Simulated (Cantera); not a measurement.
A closed system holds: 1 mol SiC, 0.16 mol Si, 0.059 mol H2, at 1775 °C and 8.40 mbar.

Method: chemical equilibrium by Gibbs-energy minimisation in Cantera with the NASA 1993 tables (ideal gas, pure condensed phases). Candidate condensed phases: C, C6H6, C7H8, C8H18, Si, SiC; 87 gas species. Mutual solubility and eutectic melting of coexisting phases are not modelled. Gases not in the tables: Si2H6 and higher silanes. The numbers say what is thermodynamically allowed, not how fast it happens.

Base state: H2 0.966, H 0.0240, Si 0.00900, SiH 0.000492, Si2C 0.000300, SiH2 0.000134, Si2 0.000104, Si3 2.19e-5 (mole fractions); condensed: Si(l) + SiC(s).

Problem. What changes in the equilibrium state with this change: pressure from 8.40 mbar to 1.00 bar?

Solution. 
| species | before | after |
|---|---|---|
| H2 | 0.966 | 0.997 |
| H | 0.0240 | 0.00224 |
| SiH2 | 0.000134 | 0.000138 |
| Si | 0.00900 | 7.56e-5 |
| CH4 | 1.92e-7 | 2.43e-5 |
| Si3 | 2.19e-5 | 1.84e-7 |
| Si2C | 0.000300 | 2.52e-6 |
| Si2 | 0.000104 | 8.77e-7 |
| SiH | 0.000492 | 4.59e-5 |
| Si(l), mol | 0.159 | 0.160 |
| SiC(s), mol | 1.000 | 1.000 |
